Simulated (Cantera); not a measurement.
Charge: 1 mol Si, a varied amount of Cl2, 12 mol H2, 2.7 mol HCl, held at 1625 K and 1800000 Pa.

Method: chemical equilibrium by Gibbs-energy minimisation in Cantera with the NASA 1993 tables (ideal gas, pure condensed phases). Candidate condensed phases: Si; 19 gas species. Gases not in the tables: Si2H6 and higher silanes. Equilibrium is a limit: real reactors are often held back by kinetics, nucleation or transport.

**Question.** Which condensed phases are stable at each of these points (n(Cl2) (mol)): 0.5, 0.68, 0.86, 1, 1.2, 1.4, 1.6, 1.8, 1.9, 2.1, 2.3, 2.5?

**Answer.** 
| n(Cl2) (mol) | condensed phases | Si condensed (%) |
|---|---|---|
| 0.5 | Si(s) | 4.1 |
| 0.68 | gas only | 0.0 |
| 0.86 | gas only | 0.0 |
| 1 | gas only | 0.0 |
| 1.2 | gas only | 0.0 |
| 1.4 | gas only | 0.0 |
| 1.6 | gas only | 0.0 |
| 1.8 | gas only | 0.0 |
| 1.9 | gas only | 0.0 |
| 2.1 | gas only | 0.0 |
| 2.3 | gas only | 0.0 |
| 2.5 | gas only | 0.0 |

At 0.5 mol Cl2 the condensed part is Si(s). From 0.68 mol Cl2 to 2.5 mol Cl2 nothing is condensed.
